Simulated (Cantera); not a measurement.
Charge: 1 mol CaCO3, 5.5 mol H2, 8.9 mol H2O, at 2200 K and 87.0 Pa.

These are equilibrium values from Cantera (NASA tables, ideal gas, pure condensed phases), not measurements of a reactor. Equilibrium is a limit: real reactors are often held back by kinetics, nucleation or transport.

| species | before | after |
|---|---|---|
| H2O | 0.531 | 0.614 |
| H2 | 0.268 | 0.305 |
| CO | 0.0435 | 0.0435 |
| H | 0.0988 | 0.0146 |
| OH | 0.0274 | 0.00241 |
| CO2 | 0.0164 | 0.0209 |
| Ca(OH)2 | 0.000222 | 2.71e-5 |
| CaO | 3.80e-5 | 1.29e-7 |
| Ca | 0.00119 | 1.13e-5 |
| O | 0.00704 | 8.70e-5 |
| O2 | 0.00590 | 7.65e-5 |
| CaOH | 0.000683 | 1.97e-5 |
| CaO(s), mol | 0.964 | 0.999 |
Gas species are given as mole fractions.

Question: Which change was made?
A. temperature from 2200 K to 1223.15 K
B. temperature from 2200 K to 1898 K
C. H2 from 5.5 to 1.7 mol
D. pressure from 87.0 Pa to 1330 Pa

Answer: B, temperature from 2200 K to 1898 K
